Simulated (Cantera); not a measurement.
Input: 1 mol AlCl3, 4.8 mol N2O, 1.6 mol H2, held at 1575 K and 0.100 bar.

Method: chemical equilibrium by Gibbs-energy minimisation in Cantera with the NASA 1993 tables (ideal gas, pure condensed phases). The numbers say what is thermodynamically allowed, not how fast it happens.

```json
[
 {"species": "N2", "before": "0.503", "after": "0.505"},
 {"species": "HCl", "before": "0.274", "after": "0.273"},
 {"species": "O2", "before": "0.157", "after": "0.157"},
 {"species": "Cl", "before": "0.0259", "after": "0.0212"},
 {"species": "Cl2", "before": "0.00753", "after": "0.0106"},
 {"species": "H2O", "before": "0.0310", "after": "0.0317"},
 {"species": "O", "before": "1.34e-5", "after": "9.26e-6"},
 {"species": "HOCl", "before": "1.16e-5", "after": "1.67e-5"},
 {"species": "OH", "before": "0.000134", "after": "0.000113"},
 {"species": "ClO", "before": "7.29e-5", "after": "8.66e-5"},
 {"species": "NO", "before": "0.00120", "after": "0.00120"},
 {"species": "Al2O3(s), mol", "before": "0.500", "after": "0.500"}
]
```
Gas species are given as mole fractions.

Problem. What was changed between the two runs?
(A) pressure from 0.100 bar to 0.210 bar
(B) temperature from 1575 K to 1100 K
(C) temperature from 1575 K to 1325 K
(D) H2 from 1.6 to 21 mol

Solution. A, pressure from 0.100 bar to 0.210 bar
